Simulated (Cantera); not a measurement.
Feed: 1 mol C2H5OH, a varied amount of O2, 0.74 mol H2, equilibrated at 925 K and 1.33 mbar.

These are equilibrium values from Cantera (NASA tables, ideal gas, pure condensed phases), not measurements of a reactor. Candidate condensed phases: C, C6H6, C7H8, C8H18, H2O; 110 gas species. Kinetics and transport are ignored.

x: gas mole fraction; n: condensed amount in mol.

```json
[
 {"n(O2) (mol)": "0.1", "x H2": "0.757", "x CO": "0.242", "x H2O": "0.000363", "x CO2": "0.000235", "n C(graphite)": "[?]"},
 {"n(O2) (mol)": "0.25", "x H2": "0.714", "x CO": "0.285", "x H2O": "0.000404", "x CO2": "0.000327", "n C(graphite)": "[?]"},
 {"n(O2) (mol)": "0.41", "x H2": "0.673", "x CO": "0.326", "x H2O": "0.000435", "x CO2": "0.000427", "n C(graphite)": "[?]"},
 {"n(O2) (mol)": "0.56", "x H2": "0.641", "x CO": "0.338", "x H2O": "0.0101", "x CO2": "0.0108", "n C(graphite)": "0"},
 {"n(O2) (mol)": "0.72", "x H2": "0.614", "x CO": "0.310", "x H2O": "0.0379", "x CO2": "0.0387", "n C(graphite)": "0"},
 {"n(O2) (mol)": "0.87", "x H2": "0.586", "x CO": "0.285", "x H2O": "0.0651", "x CO2": "0.0639", "n C(graphite)": "0"},
 {"n(O2) (mol)": "1", "x H2": "0.562", "x CO": "0.264", "x H2O": "0.0894", "x CO2": "0.0848", "n C(graphite)": "0"}
]
```

Task: Complete the blanks.

Result: 
- 0.1, n C(graphite): 0.802
- 0.25, n C(graphite): 0.503
- 0.41, n C(graphite): 0.184
